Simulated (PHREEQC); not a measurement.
# Leach liquor (model solution)

Consider water at 40 °C with 0.2 mol/kgw H2SO4, 0.0013 mol/kgw Al2(SO4)3 and 0.00062 mol/kgw MnSO4. Closed to the air; pH follows from the charge balance.

Computed with PHREEQC (ion-association model, phreeqc.dat).

```json
{
  "pH": "0.76",
  "ionic_strength": "0.247 mol/kgw",
  "activity_of_water": "0.993",
  "specific_conductance": "92600 µS/cm",
  "density": "1.004 g/cm³",
  "total_alkalinity": "-400 meq/kg"
}
```

| species | molality | activity | log γ |
|---|---|---|---|
| H+ | 0.219 | 0.172 | -0.105 |
| HSO4- | 0.181 | 0.132 | -0.135 |
| SO4-2 | 0.0213 | 0.00559 | -0.582 |
| AlSO4+ | 0.00170 | 0.00121 | -0.150 |
| Al+3 | 0.000500 | 5.67e-5 | -0.945 |
| Mn+2 | 0.000453 | 0.000135 | -0.524 |
| Al(SO4)2- | 0.000322 | 0.000228 | -0.150 |
| MnSO4 | 0.000167 | 0.000177 | 0.025 |
| AlHSO4+2 | 7.51e-5 | 2.16e-5 | -0.541 |
| AlOH+2 | 2.98e-8 | 8.36e-9 | -0.552 |

No solid was allowed to form. At this temperature some constants are extrapolated from 25 °C, and those without enthalpy data are left unchanged.
